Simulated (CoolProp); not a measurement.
Vapour-liquid equilibrium of hydrogen sulfide (1) + n-pentane (2) at 2.85 bar; x and y are mole fractions of (1).

Computed with CoolProp (multi-fluid Helmholtz-energy mixture model, Lemmon 2006 and Thol 2019; pair parameters Kunz 2012).

| x | bubble temperature, mixture model (°C) | bubble temperature, Raoult's law (°C) | y, mixture model | y, Raoult's law |
|---|---|---|---|---|
| 0.05 | 44.6 | 44.5 | 0.532 | 0.554 |
| 0.125 | 13.6 | 21.7 | 0.855 | 0.815 |
| 0.2 | -5.3 | 7.7 | 0.941 | 0.903 |
| 0.275 | -16.2 | -1.9 | 0.968 | 0.943 |
| 0.35 | -22.6 | -9.0 | 0.979 | 0.964 |
| 0.425 | -26.4 | -14.7 | 0.984 | 0.976 |
| 0.5 | -28.7 | -19.3 | 0.987 | 0.983 |
| 0.575 | -30.1 | -23.1 | 0.989 | 0.989 |
| 0.65 | -31.2 | -26.4 | 0.990 | 0.992 |
| 0.725 | -32.2 | -29.3 | 0.991 | 0.995 |
| 0.8 | -33.3 | -31.8 | 0.993 | 0.997 |
| 0.875 | -34.6 | -34.1 | 0.995 | 0.998 |
| 0.95 | -36.2 | -36.2 | 0.998 | 0.999 |

The largest gap from Raoult's law is -14.3 K in bubble temperature, at x = 0.275. No azeotrope shows between x = 0.05 and 0.95.

Pair parameters are fitted to limited data, so mixtures are less certain than the pure fluids. With so large a gap from Raoult's law the liquid may split in two, which this calculation doesn't test in full.
